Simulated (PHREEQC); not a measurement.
Consider water at 35 °C with 0.0057 mol PbCl2, 0.015 mol KBr and 0.0002 mol Na2SO4 per kg of water. Closed to the air; pH follows from the charge balance.

Model: ion-association model, phreeqc.dat, run in PHREEQC.

Each row changes one thing in this solution. This is a speciation only: nothing precipitates in the calculation.

```csv
case,pH,ionic strength (mol/kgw),Br- (mol/kgw),SO4-2 (mol/kgw),KSO4- (mol/kgw),NaSO4- (mol/kgw)
as made,5.21,0.0275,0.0135,0.000127,8.40e-6,1.45e-7
temperature from 35 to 85 °C,5.31,0.0256,0.0131,0.000138,1.75e-5,1.93e-7
temperature from 35 to 70 °C,5.28,0.0261,0.0132,0.000136,1.45e-5,1.80e-7
diluted 10-fold with water,5.55,0.00313,0.00146,1.69e-5,1.65e-7,2.82e-9
temperature from 35 to 40 °C,5.22,0.0273,0.0134,0.000129,9.16e-6,1.50e-7
PbCl2 replaced by AlCl3 at the same molality,3.66,0.0485,0.0150,5.51e-5,3.10e-6,5.38e-8
PbCl2 left out,6.84,0.0156,0.0150,0.000186,1.40e-5,2.40e-7
```

Some of these states are supersaturated (in Anglesite, Pb(OH)2, Gibbsite (slow to form), for instance). Constants without temperature data keep their 25 °C values here.
